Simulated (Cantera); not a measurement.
## Gas-phase reforming

An isothermal, constant-pressure homogeneous reactor starts with CH₄ : CO₂ : H₂ = 1 : 0.42 : 0.22 (molar parts), at 1725 K and 1000000 Pa.

Computed with Cantera and GRI-Mech 3.0 (53 species, 325 reactions). GRI-Mech 3.0 stops at C3 and has no aromatics, soot or wall deposition, so with more carbon than oxygen in the feed, carbon stays in small species such as C2H2 where larger ones or solid carbon would form.

```csv
t (s),x CH₄,x CO₂,x H₂,x CH₂,x OH,x C₂H₂,x CH₂CO
3.00e-6,0.609,0.256,0.134,1.70e-8,2.64e-8,1.67e-8,1.21e-11
1.15e-5,0.607,0.256,0.135,3.69e-8,3.88e-8,1.98e-6,7.45e-10
4.40e-5,0.599,0.255,0.140,6.17e-8,5.38e-8,0.000104,2.07e-8
0.000169,0.563,0.248,0.165,7.28e-8,7.86e-8,0.00338,3.47e-7
0.000646,0.452,0.220,0.246,5.61e-8,1.42e-7,0.0325,3.11e-6
0.00248,0.269,0.147,0.359,4.23e-8,3.32e-7,0.0902,1.52e-5
0.00949,0.126,0.0404,0.402,4.42e-8,6.78e-7,0.128,3.76e-5
0.0363,0.102,0.0158,0.430,3.65e-8,6.07e-7,0.117,3.18e-5
0.139,0.101,0.00963,0.480,2.28e-8,3.12e-7,0.0842,1.52e-5
0.533,0.0949,0.00249,0.530,1.45e-8,7.15e-8,0.0564,6.32e-6
2.04,0.0916,5.26e-5,0.547,1.25e-8,1.46e-9,0.0482,4.58e-6
7.83,0.0915,3.44e-6,0.547,1.25e-8,9.63e-11,0.0480,4.55e-6
30.0,0.0915,3.44e-6,0.547,1.25e-8,9.63e-11,0.0480,4.55e-6
```
x: mole fraction; the columns are a selection and need not sum to one.

Equilibrium at this temperature and pressure: CH₄ 0.0915, CO₂ 3.50e-6, H₂ 0.547, CH₂ 1.25e-8, OH 9.80e-11, C₂H₂ 0.0480, CH₂CO 4.57e-6 (gas phase only).
